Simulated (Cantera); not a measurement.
An isothermal, constant-pressure homogeneous reactor starts with C2H6 : H2 = 1 : 31 (molar parts), at 1548 K and 1.01 bar.

Detailed kinetics in Cantera: GRI-Mech 3.0 (53 species, 325 reactions). GRI-Mech 3.0 stops at C3 and has no aromatics, soot or wall deposition, so with more carbon than oxygen in the feed, carbon stays in small species such as C2H2 where larger ones or solid carbon would form.

x: mole fraction; the columns are a selection and need not sum to one.

```
t (s)       x C2H6   x H2     x CH2    x C2H2     x CH4     x CH3
--------  --------  -----  --------  --------  --------  --------
1.00e-6     0.0312  0.969  6.18e-10  1.33e-10   4.59e-5   7.12e-5
3.62e-6     0.0306  0.968       ___   1.12e-7  0.000348  0.000137
1.31e-5     0.0253  0.967       ___   2.23e-5   0.00338  0.000451
4.73e-5    0.00771  0.960       ___  0.000744    0.0180  0.000388
0.000171  0.000529  0.957       ___   0.00333    0.0242   9.74e-5
0.000618   6.52e-5  0.957       ___   0.00600    0.0248   3.23e-5
0.00224    3.19e-5  0.957       ___   0.00957    0.0250   2.33e-5
0.00809    1.41e-5  0.957  6.95e-10    0.0138    0.0255   1.98e-5
0.0292     9.42e-6  0.957  6.12e-10    0.0147    0.0262   1.90e-5
0.106      9.11e-6  0.955  6.32e-10    0.0138    0.0283   2.01e-5
0.382      8.50e-6  0.953  6.83e-10    0.0115    0.0340   2.30e-5
1.38       7.95e-6  0.949  7.49e-10   0.00857    0.0413   2.67e-5
5.00       7.86e-6  0.948  7.63e-10   0.00795    0.0428   2.74e-5
```

**Question.** Complete the blanks.

**Answer.** 
- 3.62e-6, x CH2: 1.05e-8
- 1.31e-5, x CH2: 1.31e-7
- 4.73e-5, x CH2: 1.54e-7
- 0.000171, x CH2: 1.62e-8
- 0.000618, x CH2: 1.95e-9
- 0.00224, x CH2: 1.01e-9
